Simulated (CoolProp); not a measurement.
A single-stage vapour-compression cycle with chlorine: evaporating at 204.15 K (dew point), condensing at 242.15 K (bubble point), superheat 5 K, subcooling 0 K, compressor efficiency 0.8, no pressure losses. Each further row changes one setting.

Values from CoolProp's reference Helmholtz-energy equation of state, Thol 2021.

```csv
case,cooling COP,pressure ratio,discharge temperature (K),refrigerating effect (kJ/kg),volumetric capacity (kJ/m³)
as stated,3.49,7.21,374.3,272,179
evaporating temperature 209.15 K,4.25,5.31,351.6,275,239
condensing temperature 237.15 K,4.11,5.79,352.5,277,182
subcooling 5 K,3.55,7.21,374.3,277,182
superheat 15 K,3.39,7.21,390.6,277,173
compressor efficiency 0.7,3.06,7.21,396.5,272,179
```
